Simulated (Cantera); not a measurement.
A freely propagating, adiabatic, planar premixed flame of CH₄ : H₂ : O₂ : N₂ = 1 : 0.081 : 1.7 : 8.3 (molar parts), unburnt at 575 K and 1.01 bar; mixture-averaged transport, grid criteria slope 0.08 and curve 0.16, no radiation.

Cantera simulation using GRI-Mech 3.0 (53 species, 325 reactions); the numbers are that mechanism's predictions, not measurements. Burning velocities carry a grid error of a few per cent, more on coarse grids.

x: mole fraction of selected species; z is measured from the peak of heat release.

```json
[
 {"z (mm)": "-1.37", "T (K)": "576", "u (m/s)": "0.717", "x CH₄": "0.0901", "x H₂": "0.00885", "x O₂": "0.153", "x CH₂O": "2.62e-7", "x CH₃": "2.41e-8", "x NO₂": "<1e-8"},
 {"z (mm)": "-0.915", "T (K)": "580", "u (m/s)": "0.724", "x CH₄": "0.0895", "x H₂": "0.0113", "x O₂": "0.153", "x CH₂O": "3.45e-6", "x CH₃": "2.29e-7", "x NO₂": "<1e-8"},
 {"z (mm)": "-0.686", "T (K)": "595", "u (m/s)": "0.746", "x CH₄": "0.0882", "x H₂": "0.0141", "x O₂": "0.151", "x CH₂O": "1.96e-5", "x CH₃": "1.11e-6", "x NO₂": "3.95e-8"},
 {"z (mm)": "-0.457", "T (K)": "…", "u (m/s)": "0.858", "x CH₄": "0.0823", "x H₂": "0.0191", "x O₂": "0.145", "x CH₂O": "0.000150", "x CH₃": "1.14e-5", "x NO₂": "1.95e-7"},
 {"z (mm)": "-0.229", "T (K)": "…", "u (m/s)": "1.37", "x CH₄": "0.0563", "x H₂": "0.0266", "x O₂": "0.112", "x CH₂O": "0.000741", "x CH₃": "0.000368", "x NO₂": "1.48e-7"},
 {"z (mm)": "-0.114", "T (K)": "…", "u (m/s)": "1.84", "x CH₄": "0.0308", "x H₂": "0.0303", "x O₂": "0.0764", "x CH₂O": "0.000854", "x CH₃": "0.00178", "x NO₂": "4.53e-8"},
 {"z (mm)": "0", "T (K)": "1753", "u (m/s)": "2.28", "x CH₄": "0.00789", "x H₂": "0.0310", "x O₂": "0.0366", "x CH₂O": "0.000465", "x CH₃": "0.00221", "x NO₂": "<1e-8"},
 {"z (mm)": "0.114", "T (K)": "1896", "u (m/s)": "2.46", "x CH₄": "0.000722", "x H₂": "0.0271", "x O₂": "0.0137", "x CH₂O": "9.24e-5", "x CH₃": "0.000424", "x NO₂": "<1e-8"},
 {"z (mm)": "0.229", "T (K)": "1933", "u (m/s)": "2.51", "x CH₄": "3.61e-5", "x H₂": "0.0247", "x O₂": "0.00599", "x CH₂O": "6.53e-6", "x CH₃": "2.75e-5", "x NO₂": "<1e-8"},
 {"z (mm)": "0.457", "T (K)": "1962", "u (m/s)": "2.53", "x CH₄": "1.22e-7", "x H₂": "0.0245", "x O₂": "0.00289", "x CH₂O": "2.67e-8", "x CH₃": "1.11e-7", "x NO₂": "<1e-8"},
 {"z (mm)": "0.915", "T (K)": "1994", "u (m/s)": "2.57", "x CH₄": "<1e-8", "x H₂": "0.0247", "x O₂": "0.00189", "x CH₂O": "<1e-8", "x CH₃": "<1e-8", "x NO₂": "<1e-8"},
 {"z (mm)": "1.83", "T (K)": "2028", "u (m/s)": "2.61", "x CH₄": "<1e-8", "x H₂": "0.0243", "x O₂": "0.00113", "x CH₂O": "<1e-8", "x CH₃": "<1e-8", "x NO₂": "<1e-8"},
 {"z (mm)": "3.66", "T (K)": "2058", "u (m/s)": "2.64", "x CH₄": "<1e-8", "x H₂": "0.0239", "x O₂": "0.000526", "x CH₂O": "<1e-8", "x CH₃": "<1e-8", "x NO₂": "<1e-8"}
]
```

Problem. Complete the blanks.

Solution. 
- -0.457, T (K): 680
- -0.229, T (K): 1068
- -0.114, T (K): 1426
